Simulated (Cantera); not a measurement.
A perfectly stirred reactor is fed with CH4 : C2H6 : O2 : N2 = 1 : 0.093 : 2.33 : 16.5 (molar parts), equivalence ratio 1.00, at 1.00 bar; it is adiabatic with a 550 K inlet, and is followed from long to short residence time, starting on the burning branch (τ in s: 0.23, 0.065, 0.018, 0.0051, 0.0014, 0.00039, 0.00011, 3e-05, 8.5e-06).

Computed with Cantera and GRI-Mech 3.0 (53 species, 325 reactions).

Task: What does this change do: pressure from 1.00 bar to 0.740 bar?

Result: 
```json
[
 {"quantity": "blow-out, bracketed by the residence times tried", "before": "burning at 0.390 ms, out at 0.110 ms", "after": "burning at 1.40 ms, out at 0.390 ms"},
 {"quantity": "x(CH4) at τ = 0.230 s", "before": "5.20e-6", "after": "5.45e-6"},
 {"quantity": "x(C2H6) at τ = 0.230 s", "before": "9.13e-8", "after": "1.03e-7"},
 {"quantity": "x(O2) at τ = 0.230 s", "before": "0.00253", "after": "0.00296"},
 {"quantity": "x(HCO) at τ = 0.230 s", "before": "1.59e-8", "after": "2.12e-8"},
 {"quantity": "x(H2O) at τ = 0.230 s", "before": "0.112", "after": "0.111"},
 {"quantity": "x(CH4) at τ = 1.40 ms", "before": "0.000183", "after": "0.000213"},
 {"quantity": "x(C2H6) at τ = 1.40 ms", "before": "4.01e-6", "after": "4.67e-6"},
 {"quantity": "x(O2) at τ = 1.40 ms", "before": "0.0103", "after": "0.0115"},
 {"quantity": "x(HCO) at τ = 1.40 ms", "before": "2.21e-6", "after": "2.84e-6"},
 {"quantity": "x(H2O) at τ = 1.40 ms", "before": "0.103", "after": "0.101"}
]
```

Task: What does this change do: pressure from 1.00 bar to 10.0 bar?

Result: 
```tsv
quantity	before	after
blow-out, bracketed by the residence times tried	burning at 0.390 ms, out at 0.110 ms	burning at 1.40 ms, out at 0.390 ms
x(CH4) at τ = 0.230 s	5.20e-6	3.96e-6
x(C2H6) at τ = 0.230 s	9.13e-8	3.60e-8
x(O2) at τ = 0.230 s	0.00253	0.000893
x(HCO) at τ = 0.230 s	1.59e-8	1.86e-9
x(H2O) at τ = 0.230 s	0.112	0.113
x(CH4) at τ = 1.40 ms	0.000183	0.000147
x(C2H6) at τ = 1.40 ms	4.01e-6	2.68e-6
x(O2) at τ = 1.40 ms	0.0103	0.00474
x(HCO) at τ = 1.40 ms	2.21e-6	2.63e-7
x(H2O) at τ = 1.40 ms	0.103	0.110
```
